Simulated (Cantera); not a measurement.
## Silicates and aluminates: SiO2 + Al2O3 + H2O

Input: 1 mol SiO2, 0.38 mol Al2O3, 1.5 mol H2O, equilibrated at 1200 K and 5.50 bar.

Equilibrium computed with Cantera from the NASA thermochemical tables; the gas is ideal and each condensed phase is pure. Candidate condensed phases: Al, Al2O3, Al2SiO5, Al6Si2O13, H2O, Si, SiO2; 28 gas species. Mutual solubility and eutectic melting of coexisting phases are not modelled. The tables hold silica as quartz up to 1696 K and as liquid above; real silica turns to tridymite and cristobalite and melts near 1996 K. Condensed phases not in the tables: alloys, solid solutions and most ternary compounds. The numbers say what is thermodynamically allowed, not how fast it happens.

```json
{
 "x(H2O)": "1.000",
 "x(H2)": "3.94e-6",
 "x(O2)": "1.89e-6",
 "n(Al2SiO5(andalusite))": "0.380 mol",
 "n(SiO2(β-quartz))": "0.620 mol",
 "gas_amount": "1.500 mol",
 "log10 activity of Al6Si2O13(mullite) (absent)": "-0.10",
 "log10 activity of Al(l) (absent)": "-24.56",
 "log10 activity of Si(s) (absent)": "-25.28"
}
```
